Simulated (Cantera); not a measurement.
Cantera run:

```python
import numpy as np
import cantera as ct

gas_names = [...]  # 86 gases of nasa_gas.yaml made of C, H
cond_names = """
    C(gr) C6H6(L) C7H8(L) C8H18(L),n-octa
""".split()


# ... load() reads the species with a 1 bar reference pressure and builds the phases ...
atoms = {
    'C2H4': {'C': 2, 'H': 4},
    'H2': {'H': 2},
}
top_T = {'C(gr)': 4500}  # K; cautious upper limits of use, not melting points


# ... equilibrate(T, P, feed) seeds the gas with the atoms and calls Mixture.equilibrate('TP', solver="vcs", rtol=1e-11, max_steps=5000) ...
results = []
feed = {'C2H4': 1, 'H2': 27}  # mol
P = 120000  # Pa
for T in [3000, 3250, 3500, 3750, 4000, 4250, 4500, 4750, 5000]:
    mix = equilibrate(T, P, feed)
    results.append((T, P, feed, dict(zip(mix.species_names, mix.species_moles))))

top = {s: max(r[3][s] / sum(r[3][g] for g in gas_names) for r in results) for s in gas_names}
cols = sorted((s for s in top if top[s] > 0.0001), key=lambda s: -top[s])[:5]
seen = [c for c in cond_names if any(r[3].get(c, 0) > 1e-12 for r in results)]
print("log10 of partial pressures in bar; condensed amounts in mol")
print(f"{'T/K':>10s}" + "".join(f"{s[:9]:>10s}" for s in cols + seen))
for T, P, feed, n in results:
    ng = sum(n[g] for g in gas_names)
    print(f"{T:10.4g}" + "".join(f"{np.log10(max(n[s] / ng * P / 1e5, 1e-99)):10.3f}" for s in cols)
          + "".join(f"{n.get(c, 0):10.4g}" for c in seen))
```

It prints:

```
log10 of partial pressures in bar; condensed amounts in mol
       T/K         H        H2         C C2H2,acet       C2H
      3000    -0.801     0.002    -4.415    -1.444    -3.011
      3250    -0.525    -0.063    -3.606    -1.507    -2.591
      3500    -0.312    -0.167    -2.931    -1.644    -2.291
      3750    -0.159    -0.321    -2.390    -1.912    -2.150
      4000    -0.060    -0.524    -1.982    -2.346    -2.192
      4250    -0.002    -0.765    -1.697    -2.938    -2.410
      4500     0.029    -1.020    -1.526    -3.671    -2.790
      4750     0.044    -1.272    -1.447    -4.497    -3.289
      5000     0.053    -1.511    -1.418    -5.334    -3.828
```

Cantera equilibrium calculation (NASA polynomials, part measured and part estimated; ideal gas, pure solids and liquids).
